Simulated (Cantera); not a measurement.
A closed system holds: 1 mol MgO, 19 mol HBr, 34 mol N2, held at 952 °C and 0.0133 bar.

These are equilibrium values from Cantera (NASA tables, ideal gas, pure condensed phases), not measurements of a reactor. Equilibrium is a limit: real reactors are often held back by kinetics, nucleation or transport.

| species | before | after |
|---|---|---|
| N2 | 0.640 | 0.590 |
| Br | 0.00559 | 0.155 |
| HBr | 0.314 | 0.141 |
| H2 | 0.00296 | 0.0753 |
| MgBr2 | 0.0188 | 0.0164 |
| H2O | 0.0188 | 0.0173 |
| Mg | <1e-9 | 0.000151 |
| MgBr | 2.15e-8 | 0.000813 |
| H | 1.47e-7 | 0.00321 |
| OH | 8.50e-9 | 6.99e-5 |
| Br2 | 0.000164 | 7.59e-5 |
Gas species are given as mole fractions.

Question: What was changed between the two runs?
A. temperature from 952 °C to 1700 °C
B. 0.085 mol NH3 added
C. temperature from 952 °C to 1575 °C
D. 0.033 mol O2 added

Answer: A, temperature from 952 °C to 1700 °C
